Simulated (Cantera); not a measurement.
Equilibrium for aluminium nitride and oxide growth: Al(CH3)3 + NH3 + N2

Input: 1 mol Al(CH3)3, 4.4 mol NH3, 10 mol N2, held at 0.930 bar.

These are equilibrium values from Cantera (NASA tables, ideal gas, pure condensed phases), not measurements of a reactor. Candidate condensed phases: Al, AlN, C, C6H6, C7H8, C8H18; 97 gas species. The feed counts by its element totals alone. Rates play no part.

From 800 K to 1700 K the condensed part is AlN(s) + C(graphite).

| T (K) | x N2 | x H2 | x CH4 | x HCN | x NH3 | n AlN(s) | n C(graphite) |
|---|---|---|---|---|---|---|---|
| 800 | 0.574 | 0.308 | 0.118 | 3.94e-8 | 0.000359 | 1.00 | 0.590 |
| 900 | 0.538 | 0.412 | 0.0493 | 4.11e-7 | 0.000219 | 1.00 | 1.93 |
| 1000 | 0.523 | 0.458 | 0.0187 | 2.54e-6 | 0.000122 | 1.00 | 2.58 |
| 1100 | 0.517 | 0.475 | 0.00754 | 1.10e-5 | 6.96e-5 | 1.00 | 2.83 |
| 1200 | 0.515 | 0.482 | 0.00341 | 3.71e-5 | 4.26e-5 | 1.00 | 2.92 |
| 1300 | 0.514 | 0.484 | 0.00171 | 0.000103 | 2.79e-5 | 1.00 | 2.96 |
| 1400 | 0.514 | 0.485 | 0.000946 | 0.000248 | 1.93e-5 | 1.00 | 2.97 |
| 1500 | 0.513 | 0.486 | 0.000564 | 0.000528 | 1.40e-5 | 1.00 | 2.97 |
| 1600 | 0.513 | 0.486 | 0.000358 | 0.00102 | 1.05e-5 | 1.00 | 2.97 |
| 1700 | 0.512 | 0.485 | 0.000240 | 0.00183 | 8.19e-6 | 1.000 | 2.95 |
x: gas mole fraction; n: condensed amount in mol.
